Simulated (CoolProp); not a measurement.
Vapour-liquid equilibrium of ethanol (1) + ethylbenzene (2) at 358.1 K; x and y are mole fractions of (1).

The numbers come from the multi-fluid Helmholtz-energy mixture model, Schroeder 2014 and Zhou 2012; pair parameters Bell 2016 in CoolProp.

```csv
x,bubble pressure (MPa),y at the bubble point,dew pressure at overall composition x (MPa),liquid density (mol/L)
0.05,0.04853,0.596,0.02125,7.807
0.2,0.09331,0.807,0.02515,8.441
0.35,0.1087,[?],0.03080,9.214
0.5,0.1144,0.858,0.03965,[?]
0.65,[?],0.872,[?],11.39
0.8,[?],0.899,0.09072,12.96
0.95,[?],0.963,0.1283,[?]
```

### Question
Complete the blanks.

### Answer

- 0.35, y at the bubble point: 0.844
- 0.5, liquid density (mol/L): 10.17
- 0.65, bubble pressure (MPa): 0.1184
- 0.65, dew pressure at overall composition x (MPa): 0.05548
- 0.8, bubble pressure (MPa): 0.1235
- 0.95, bubble pressure (MPa): 0.1291
- 0.95, liquid density (mol/L): 15.01

No azeotrope shows between x = 0.05 and 0.95.

The pair parameters rest on a limited set of measurements; away from them the model extrapolates. With so large a gap from Raoult's law the liquid may split in two, which this calculation doesn't test in full.
